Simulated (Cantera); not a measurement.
An isothermal, constant-pressure homogeneous reactor starts with 8.08 % CH4, 91.9 % H2, at 1700 K and 0.00770 atm.

Model: GRI-Mech 3.0 (53 species, 325 reactions), integrated in Cantera. GRI-Mech 3.0 stops at C3 and has no aromatics, soot or wall deposition, so with more carbon than oxygen in the feed, carbon stays in small species such as C2H2 where larger ones or solid carbon would form. Radical loss at walls, strong at low pressure, is not modelled.

One state of this run: x CH4 = 0.0794; x H2 = 0.919; x CH2 = 3.14e-7; x C2H = 2.84e-10; x C2H6 = 4.61e-6; x CH3 = 0.000763; x C2H4 = 0.000148. x: mole fraction; the columns are a selection and need not sum to one.

Task: Which value of t (s) does it belong to?
A. 0.000234
B. 0.0448
C. 0.00548
D. 1.05

Result: B, 0.0448
